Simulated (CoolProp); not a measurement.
R1336mzz(E) along the isobar 5.7 MPa: Z from the reference equation and from simpler models built on Tc = 130.4 °C, pc = 2.779 MPa, ω = 0.413; each cubic takes its own stable root.

Computed with CoolProp (reference Helmholtz-energy equation of state, Akasaka 2023).

| T (°C) | phase | reference | van der Waals | Redlich-Kwong | Soave-Redlich-Kwong | Peng-Robinson |
|---|---|---|---|---|---|---|
| -65.05 | liquid | 0.3450 | 0.5954 | 0.4071 | 0.3934 | 0.3504 |
| -51.05 | liquid | 0.3299 | 0.5670 | 0.3892 | (withheld) | 0.3336 |
| -36.95 | liquid | 0.3169 | 0.5423 | (withheld) | 0.3591 | 0.3193 |
| -22.95 | liquid | 0.3059 | 0.5212 | 0.3614 | 0.3459 | (withheld) |
| -8.85 | liquid | 0.2965 | 0.5028 | 0.3509 | 0.3349 | 0.2973 |
| 5.15 | liquid | 0.2886 | 0.4871 | 0.3424 | 0.3260 | 0.2892 |
| 19.25 | liquid | 0.2821 | 0.4736 | 0.3357 | 0.3190 | 0.2829 |
| 33.25 | liquid | 0.2771 | 0.4623 | 0.3307 | 0.3139 | 0.2783 |
| 47.35 | liquid | 0.2734 | 0.4529 | 0.3275 | 0.3108 | 0.2754 |
| 61.35 | liquid | 0.2712 | 0.4454 | 0.3261 | 0.3098 | 0.2746 |

What belongs in the gaps?


- -51.05, Soave-Redlich-Kwong: 0.3748
- -36.95, Redlich-Kwong: 0.3740
- -22.95, Peng-Robinson: 0.3074
